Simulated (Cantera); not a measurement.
Input: 1 mol SiCl4, 0.34 mol H2, held at 525 K and 12800 Torr.

Method: chemical equilibrium by Gibbs-energy minimisation in Cantera with the NASA 1993 tables (ideal gas, pure condensed phases). Candidate condensed phases: Si; 19 gas species. Rates play no part.

What is the equilibrium state?


| Property | Value |
|---|---|
| x(SiCl4) | 0.745 |
| x(H2) | 0.253 |
| x(HCl) | 0.000825 |
| x(SiHCl3) | 0.000825 |
| gas amount | 1.340 mol |
| log10 activity of Si(s) (absent) | -10.43 |
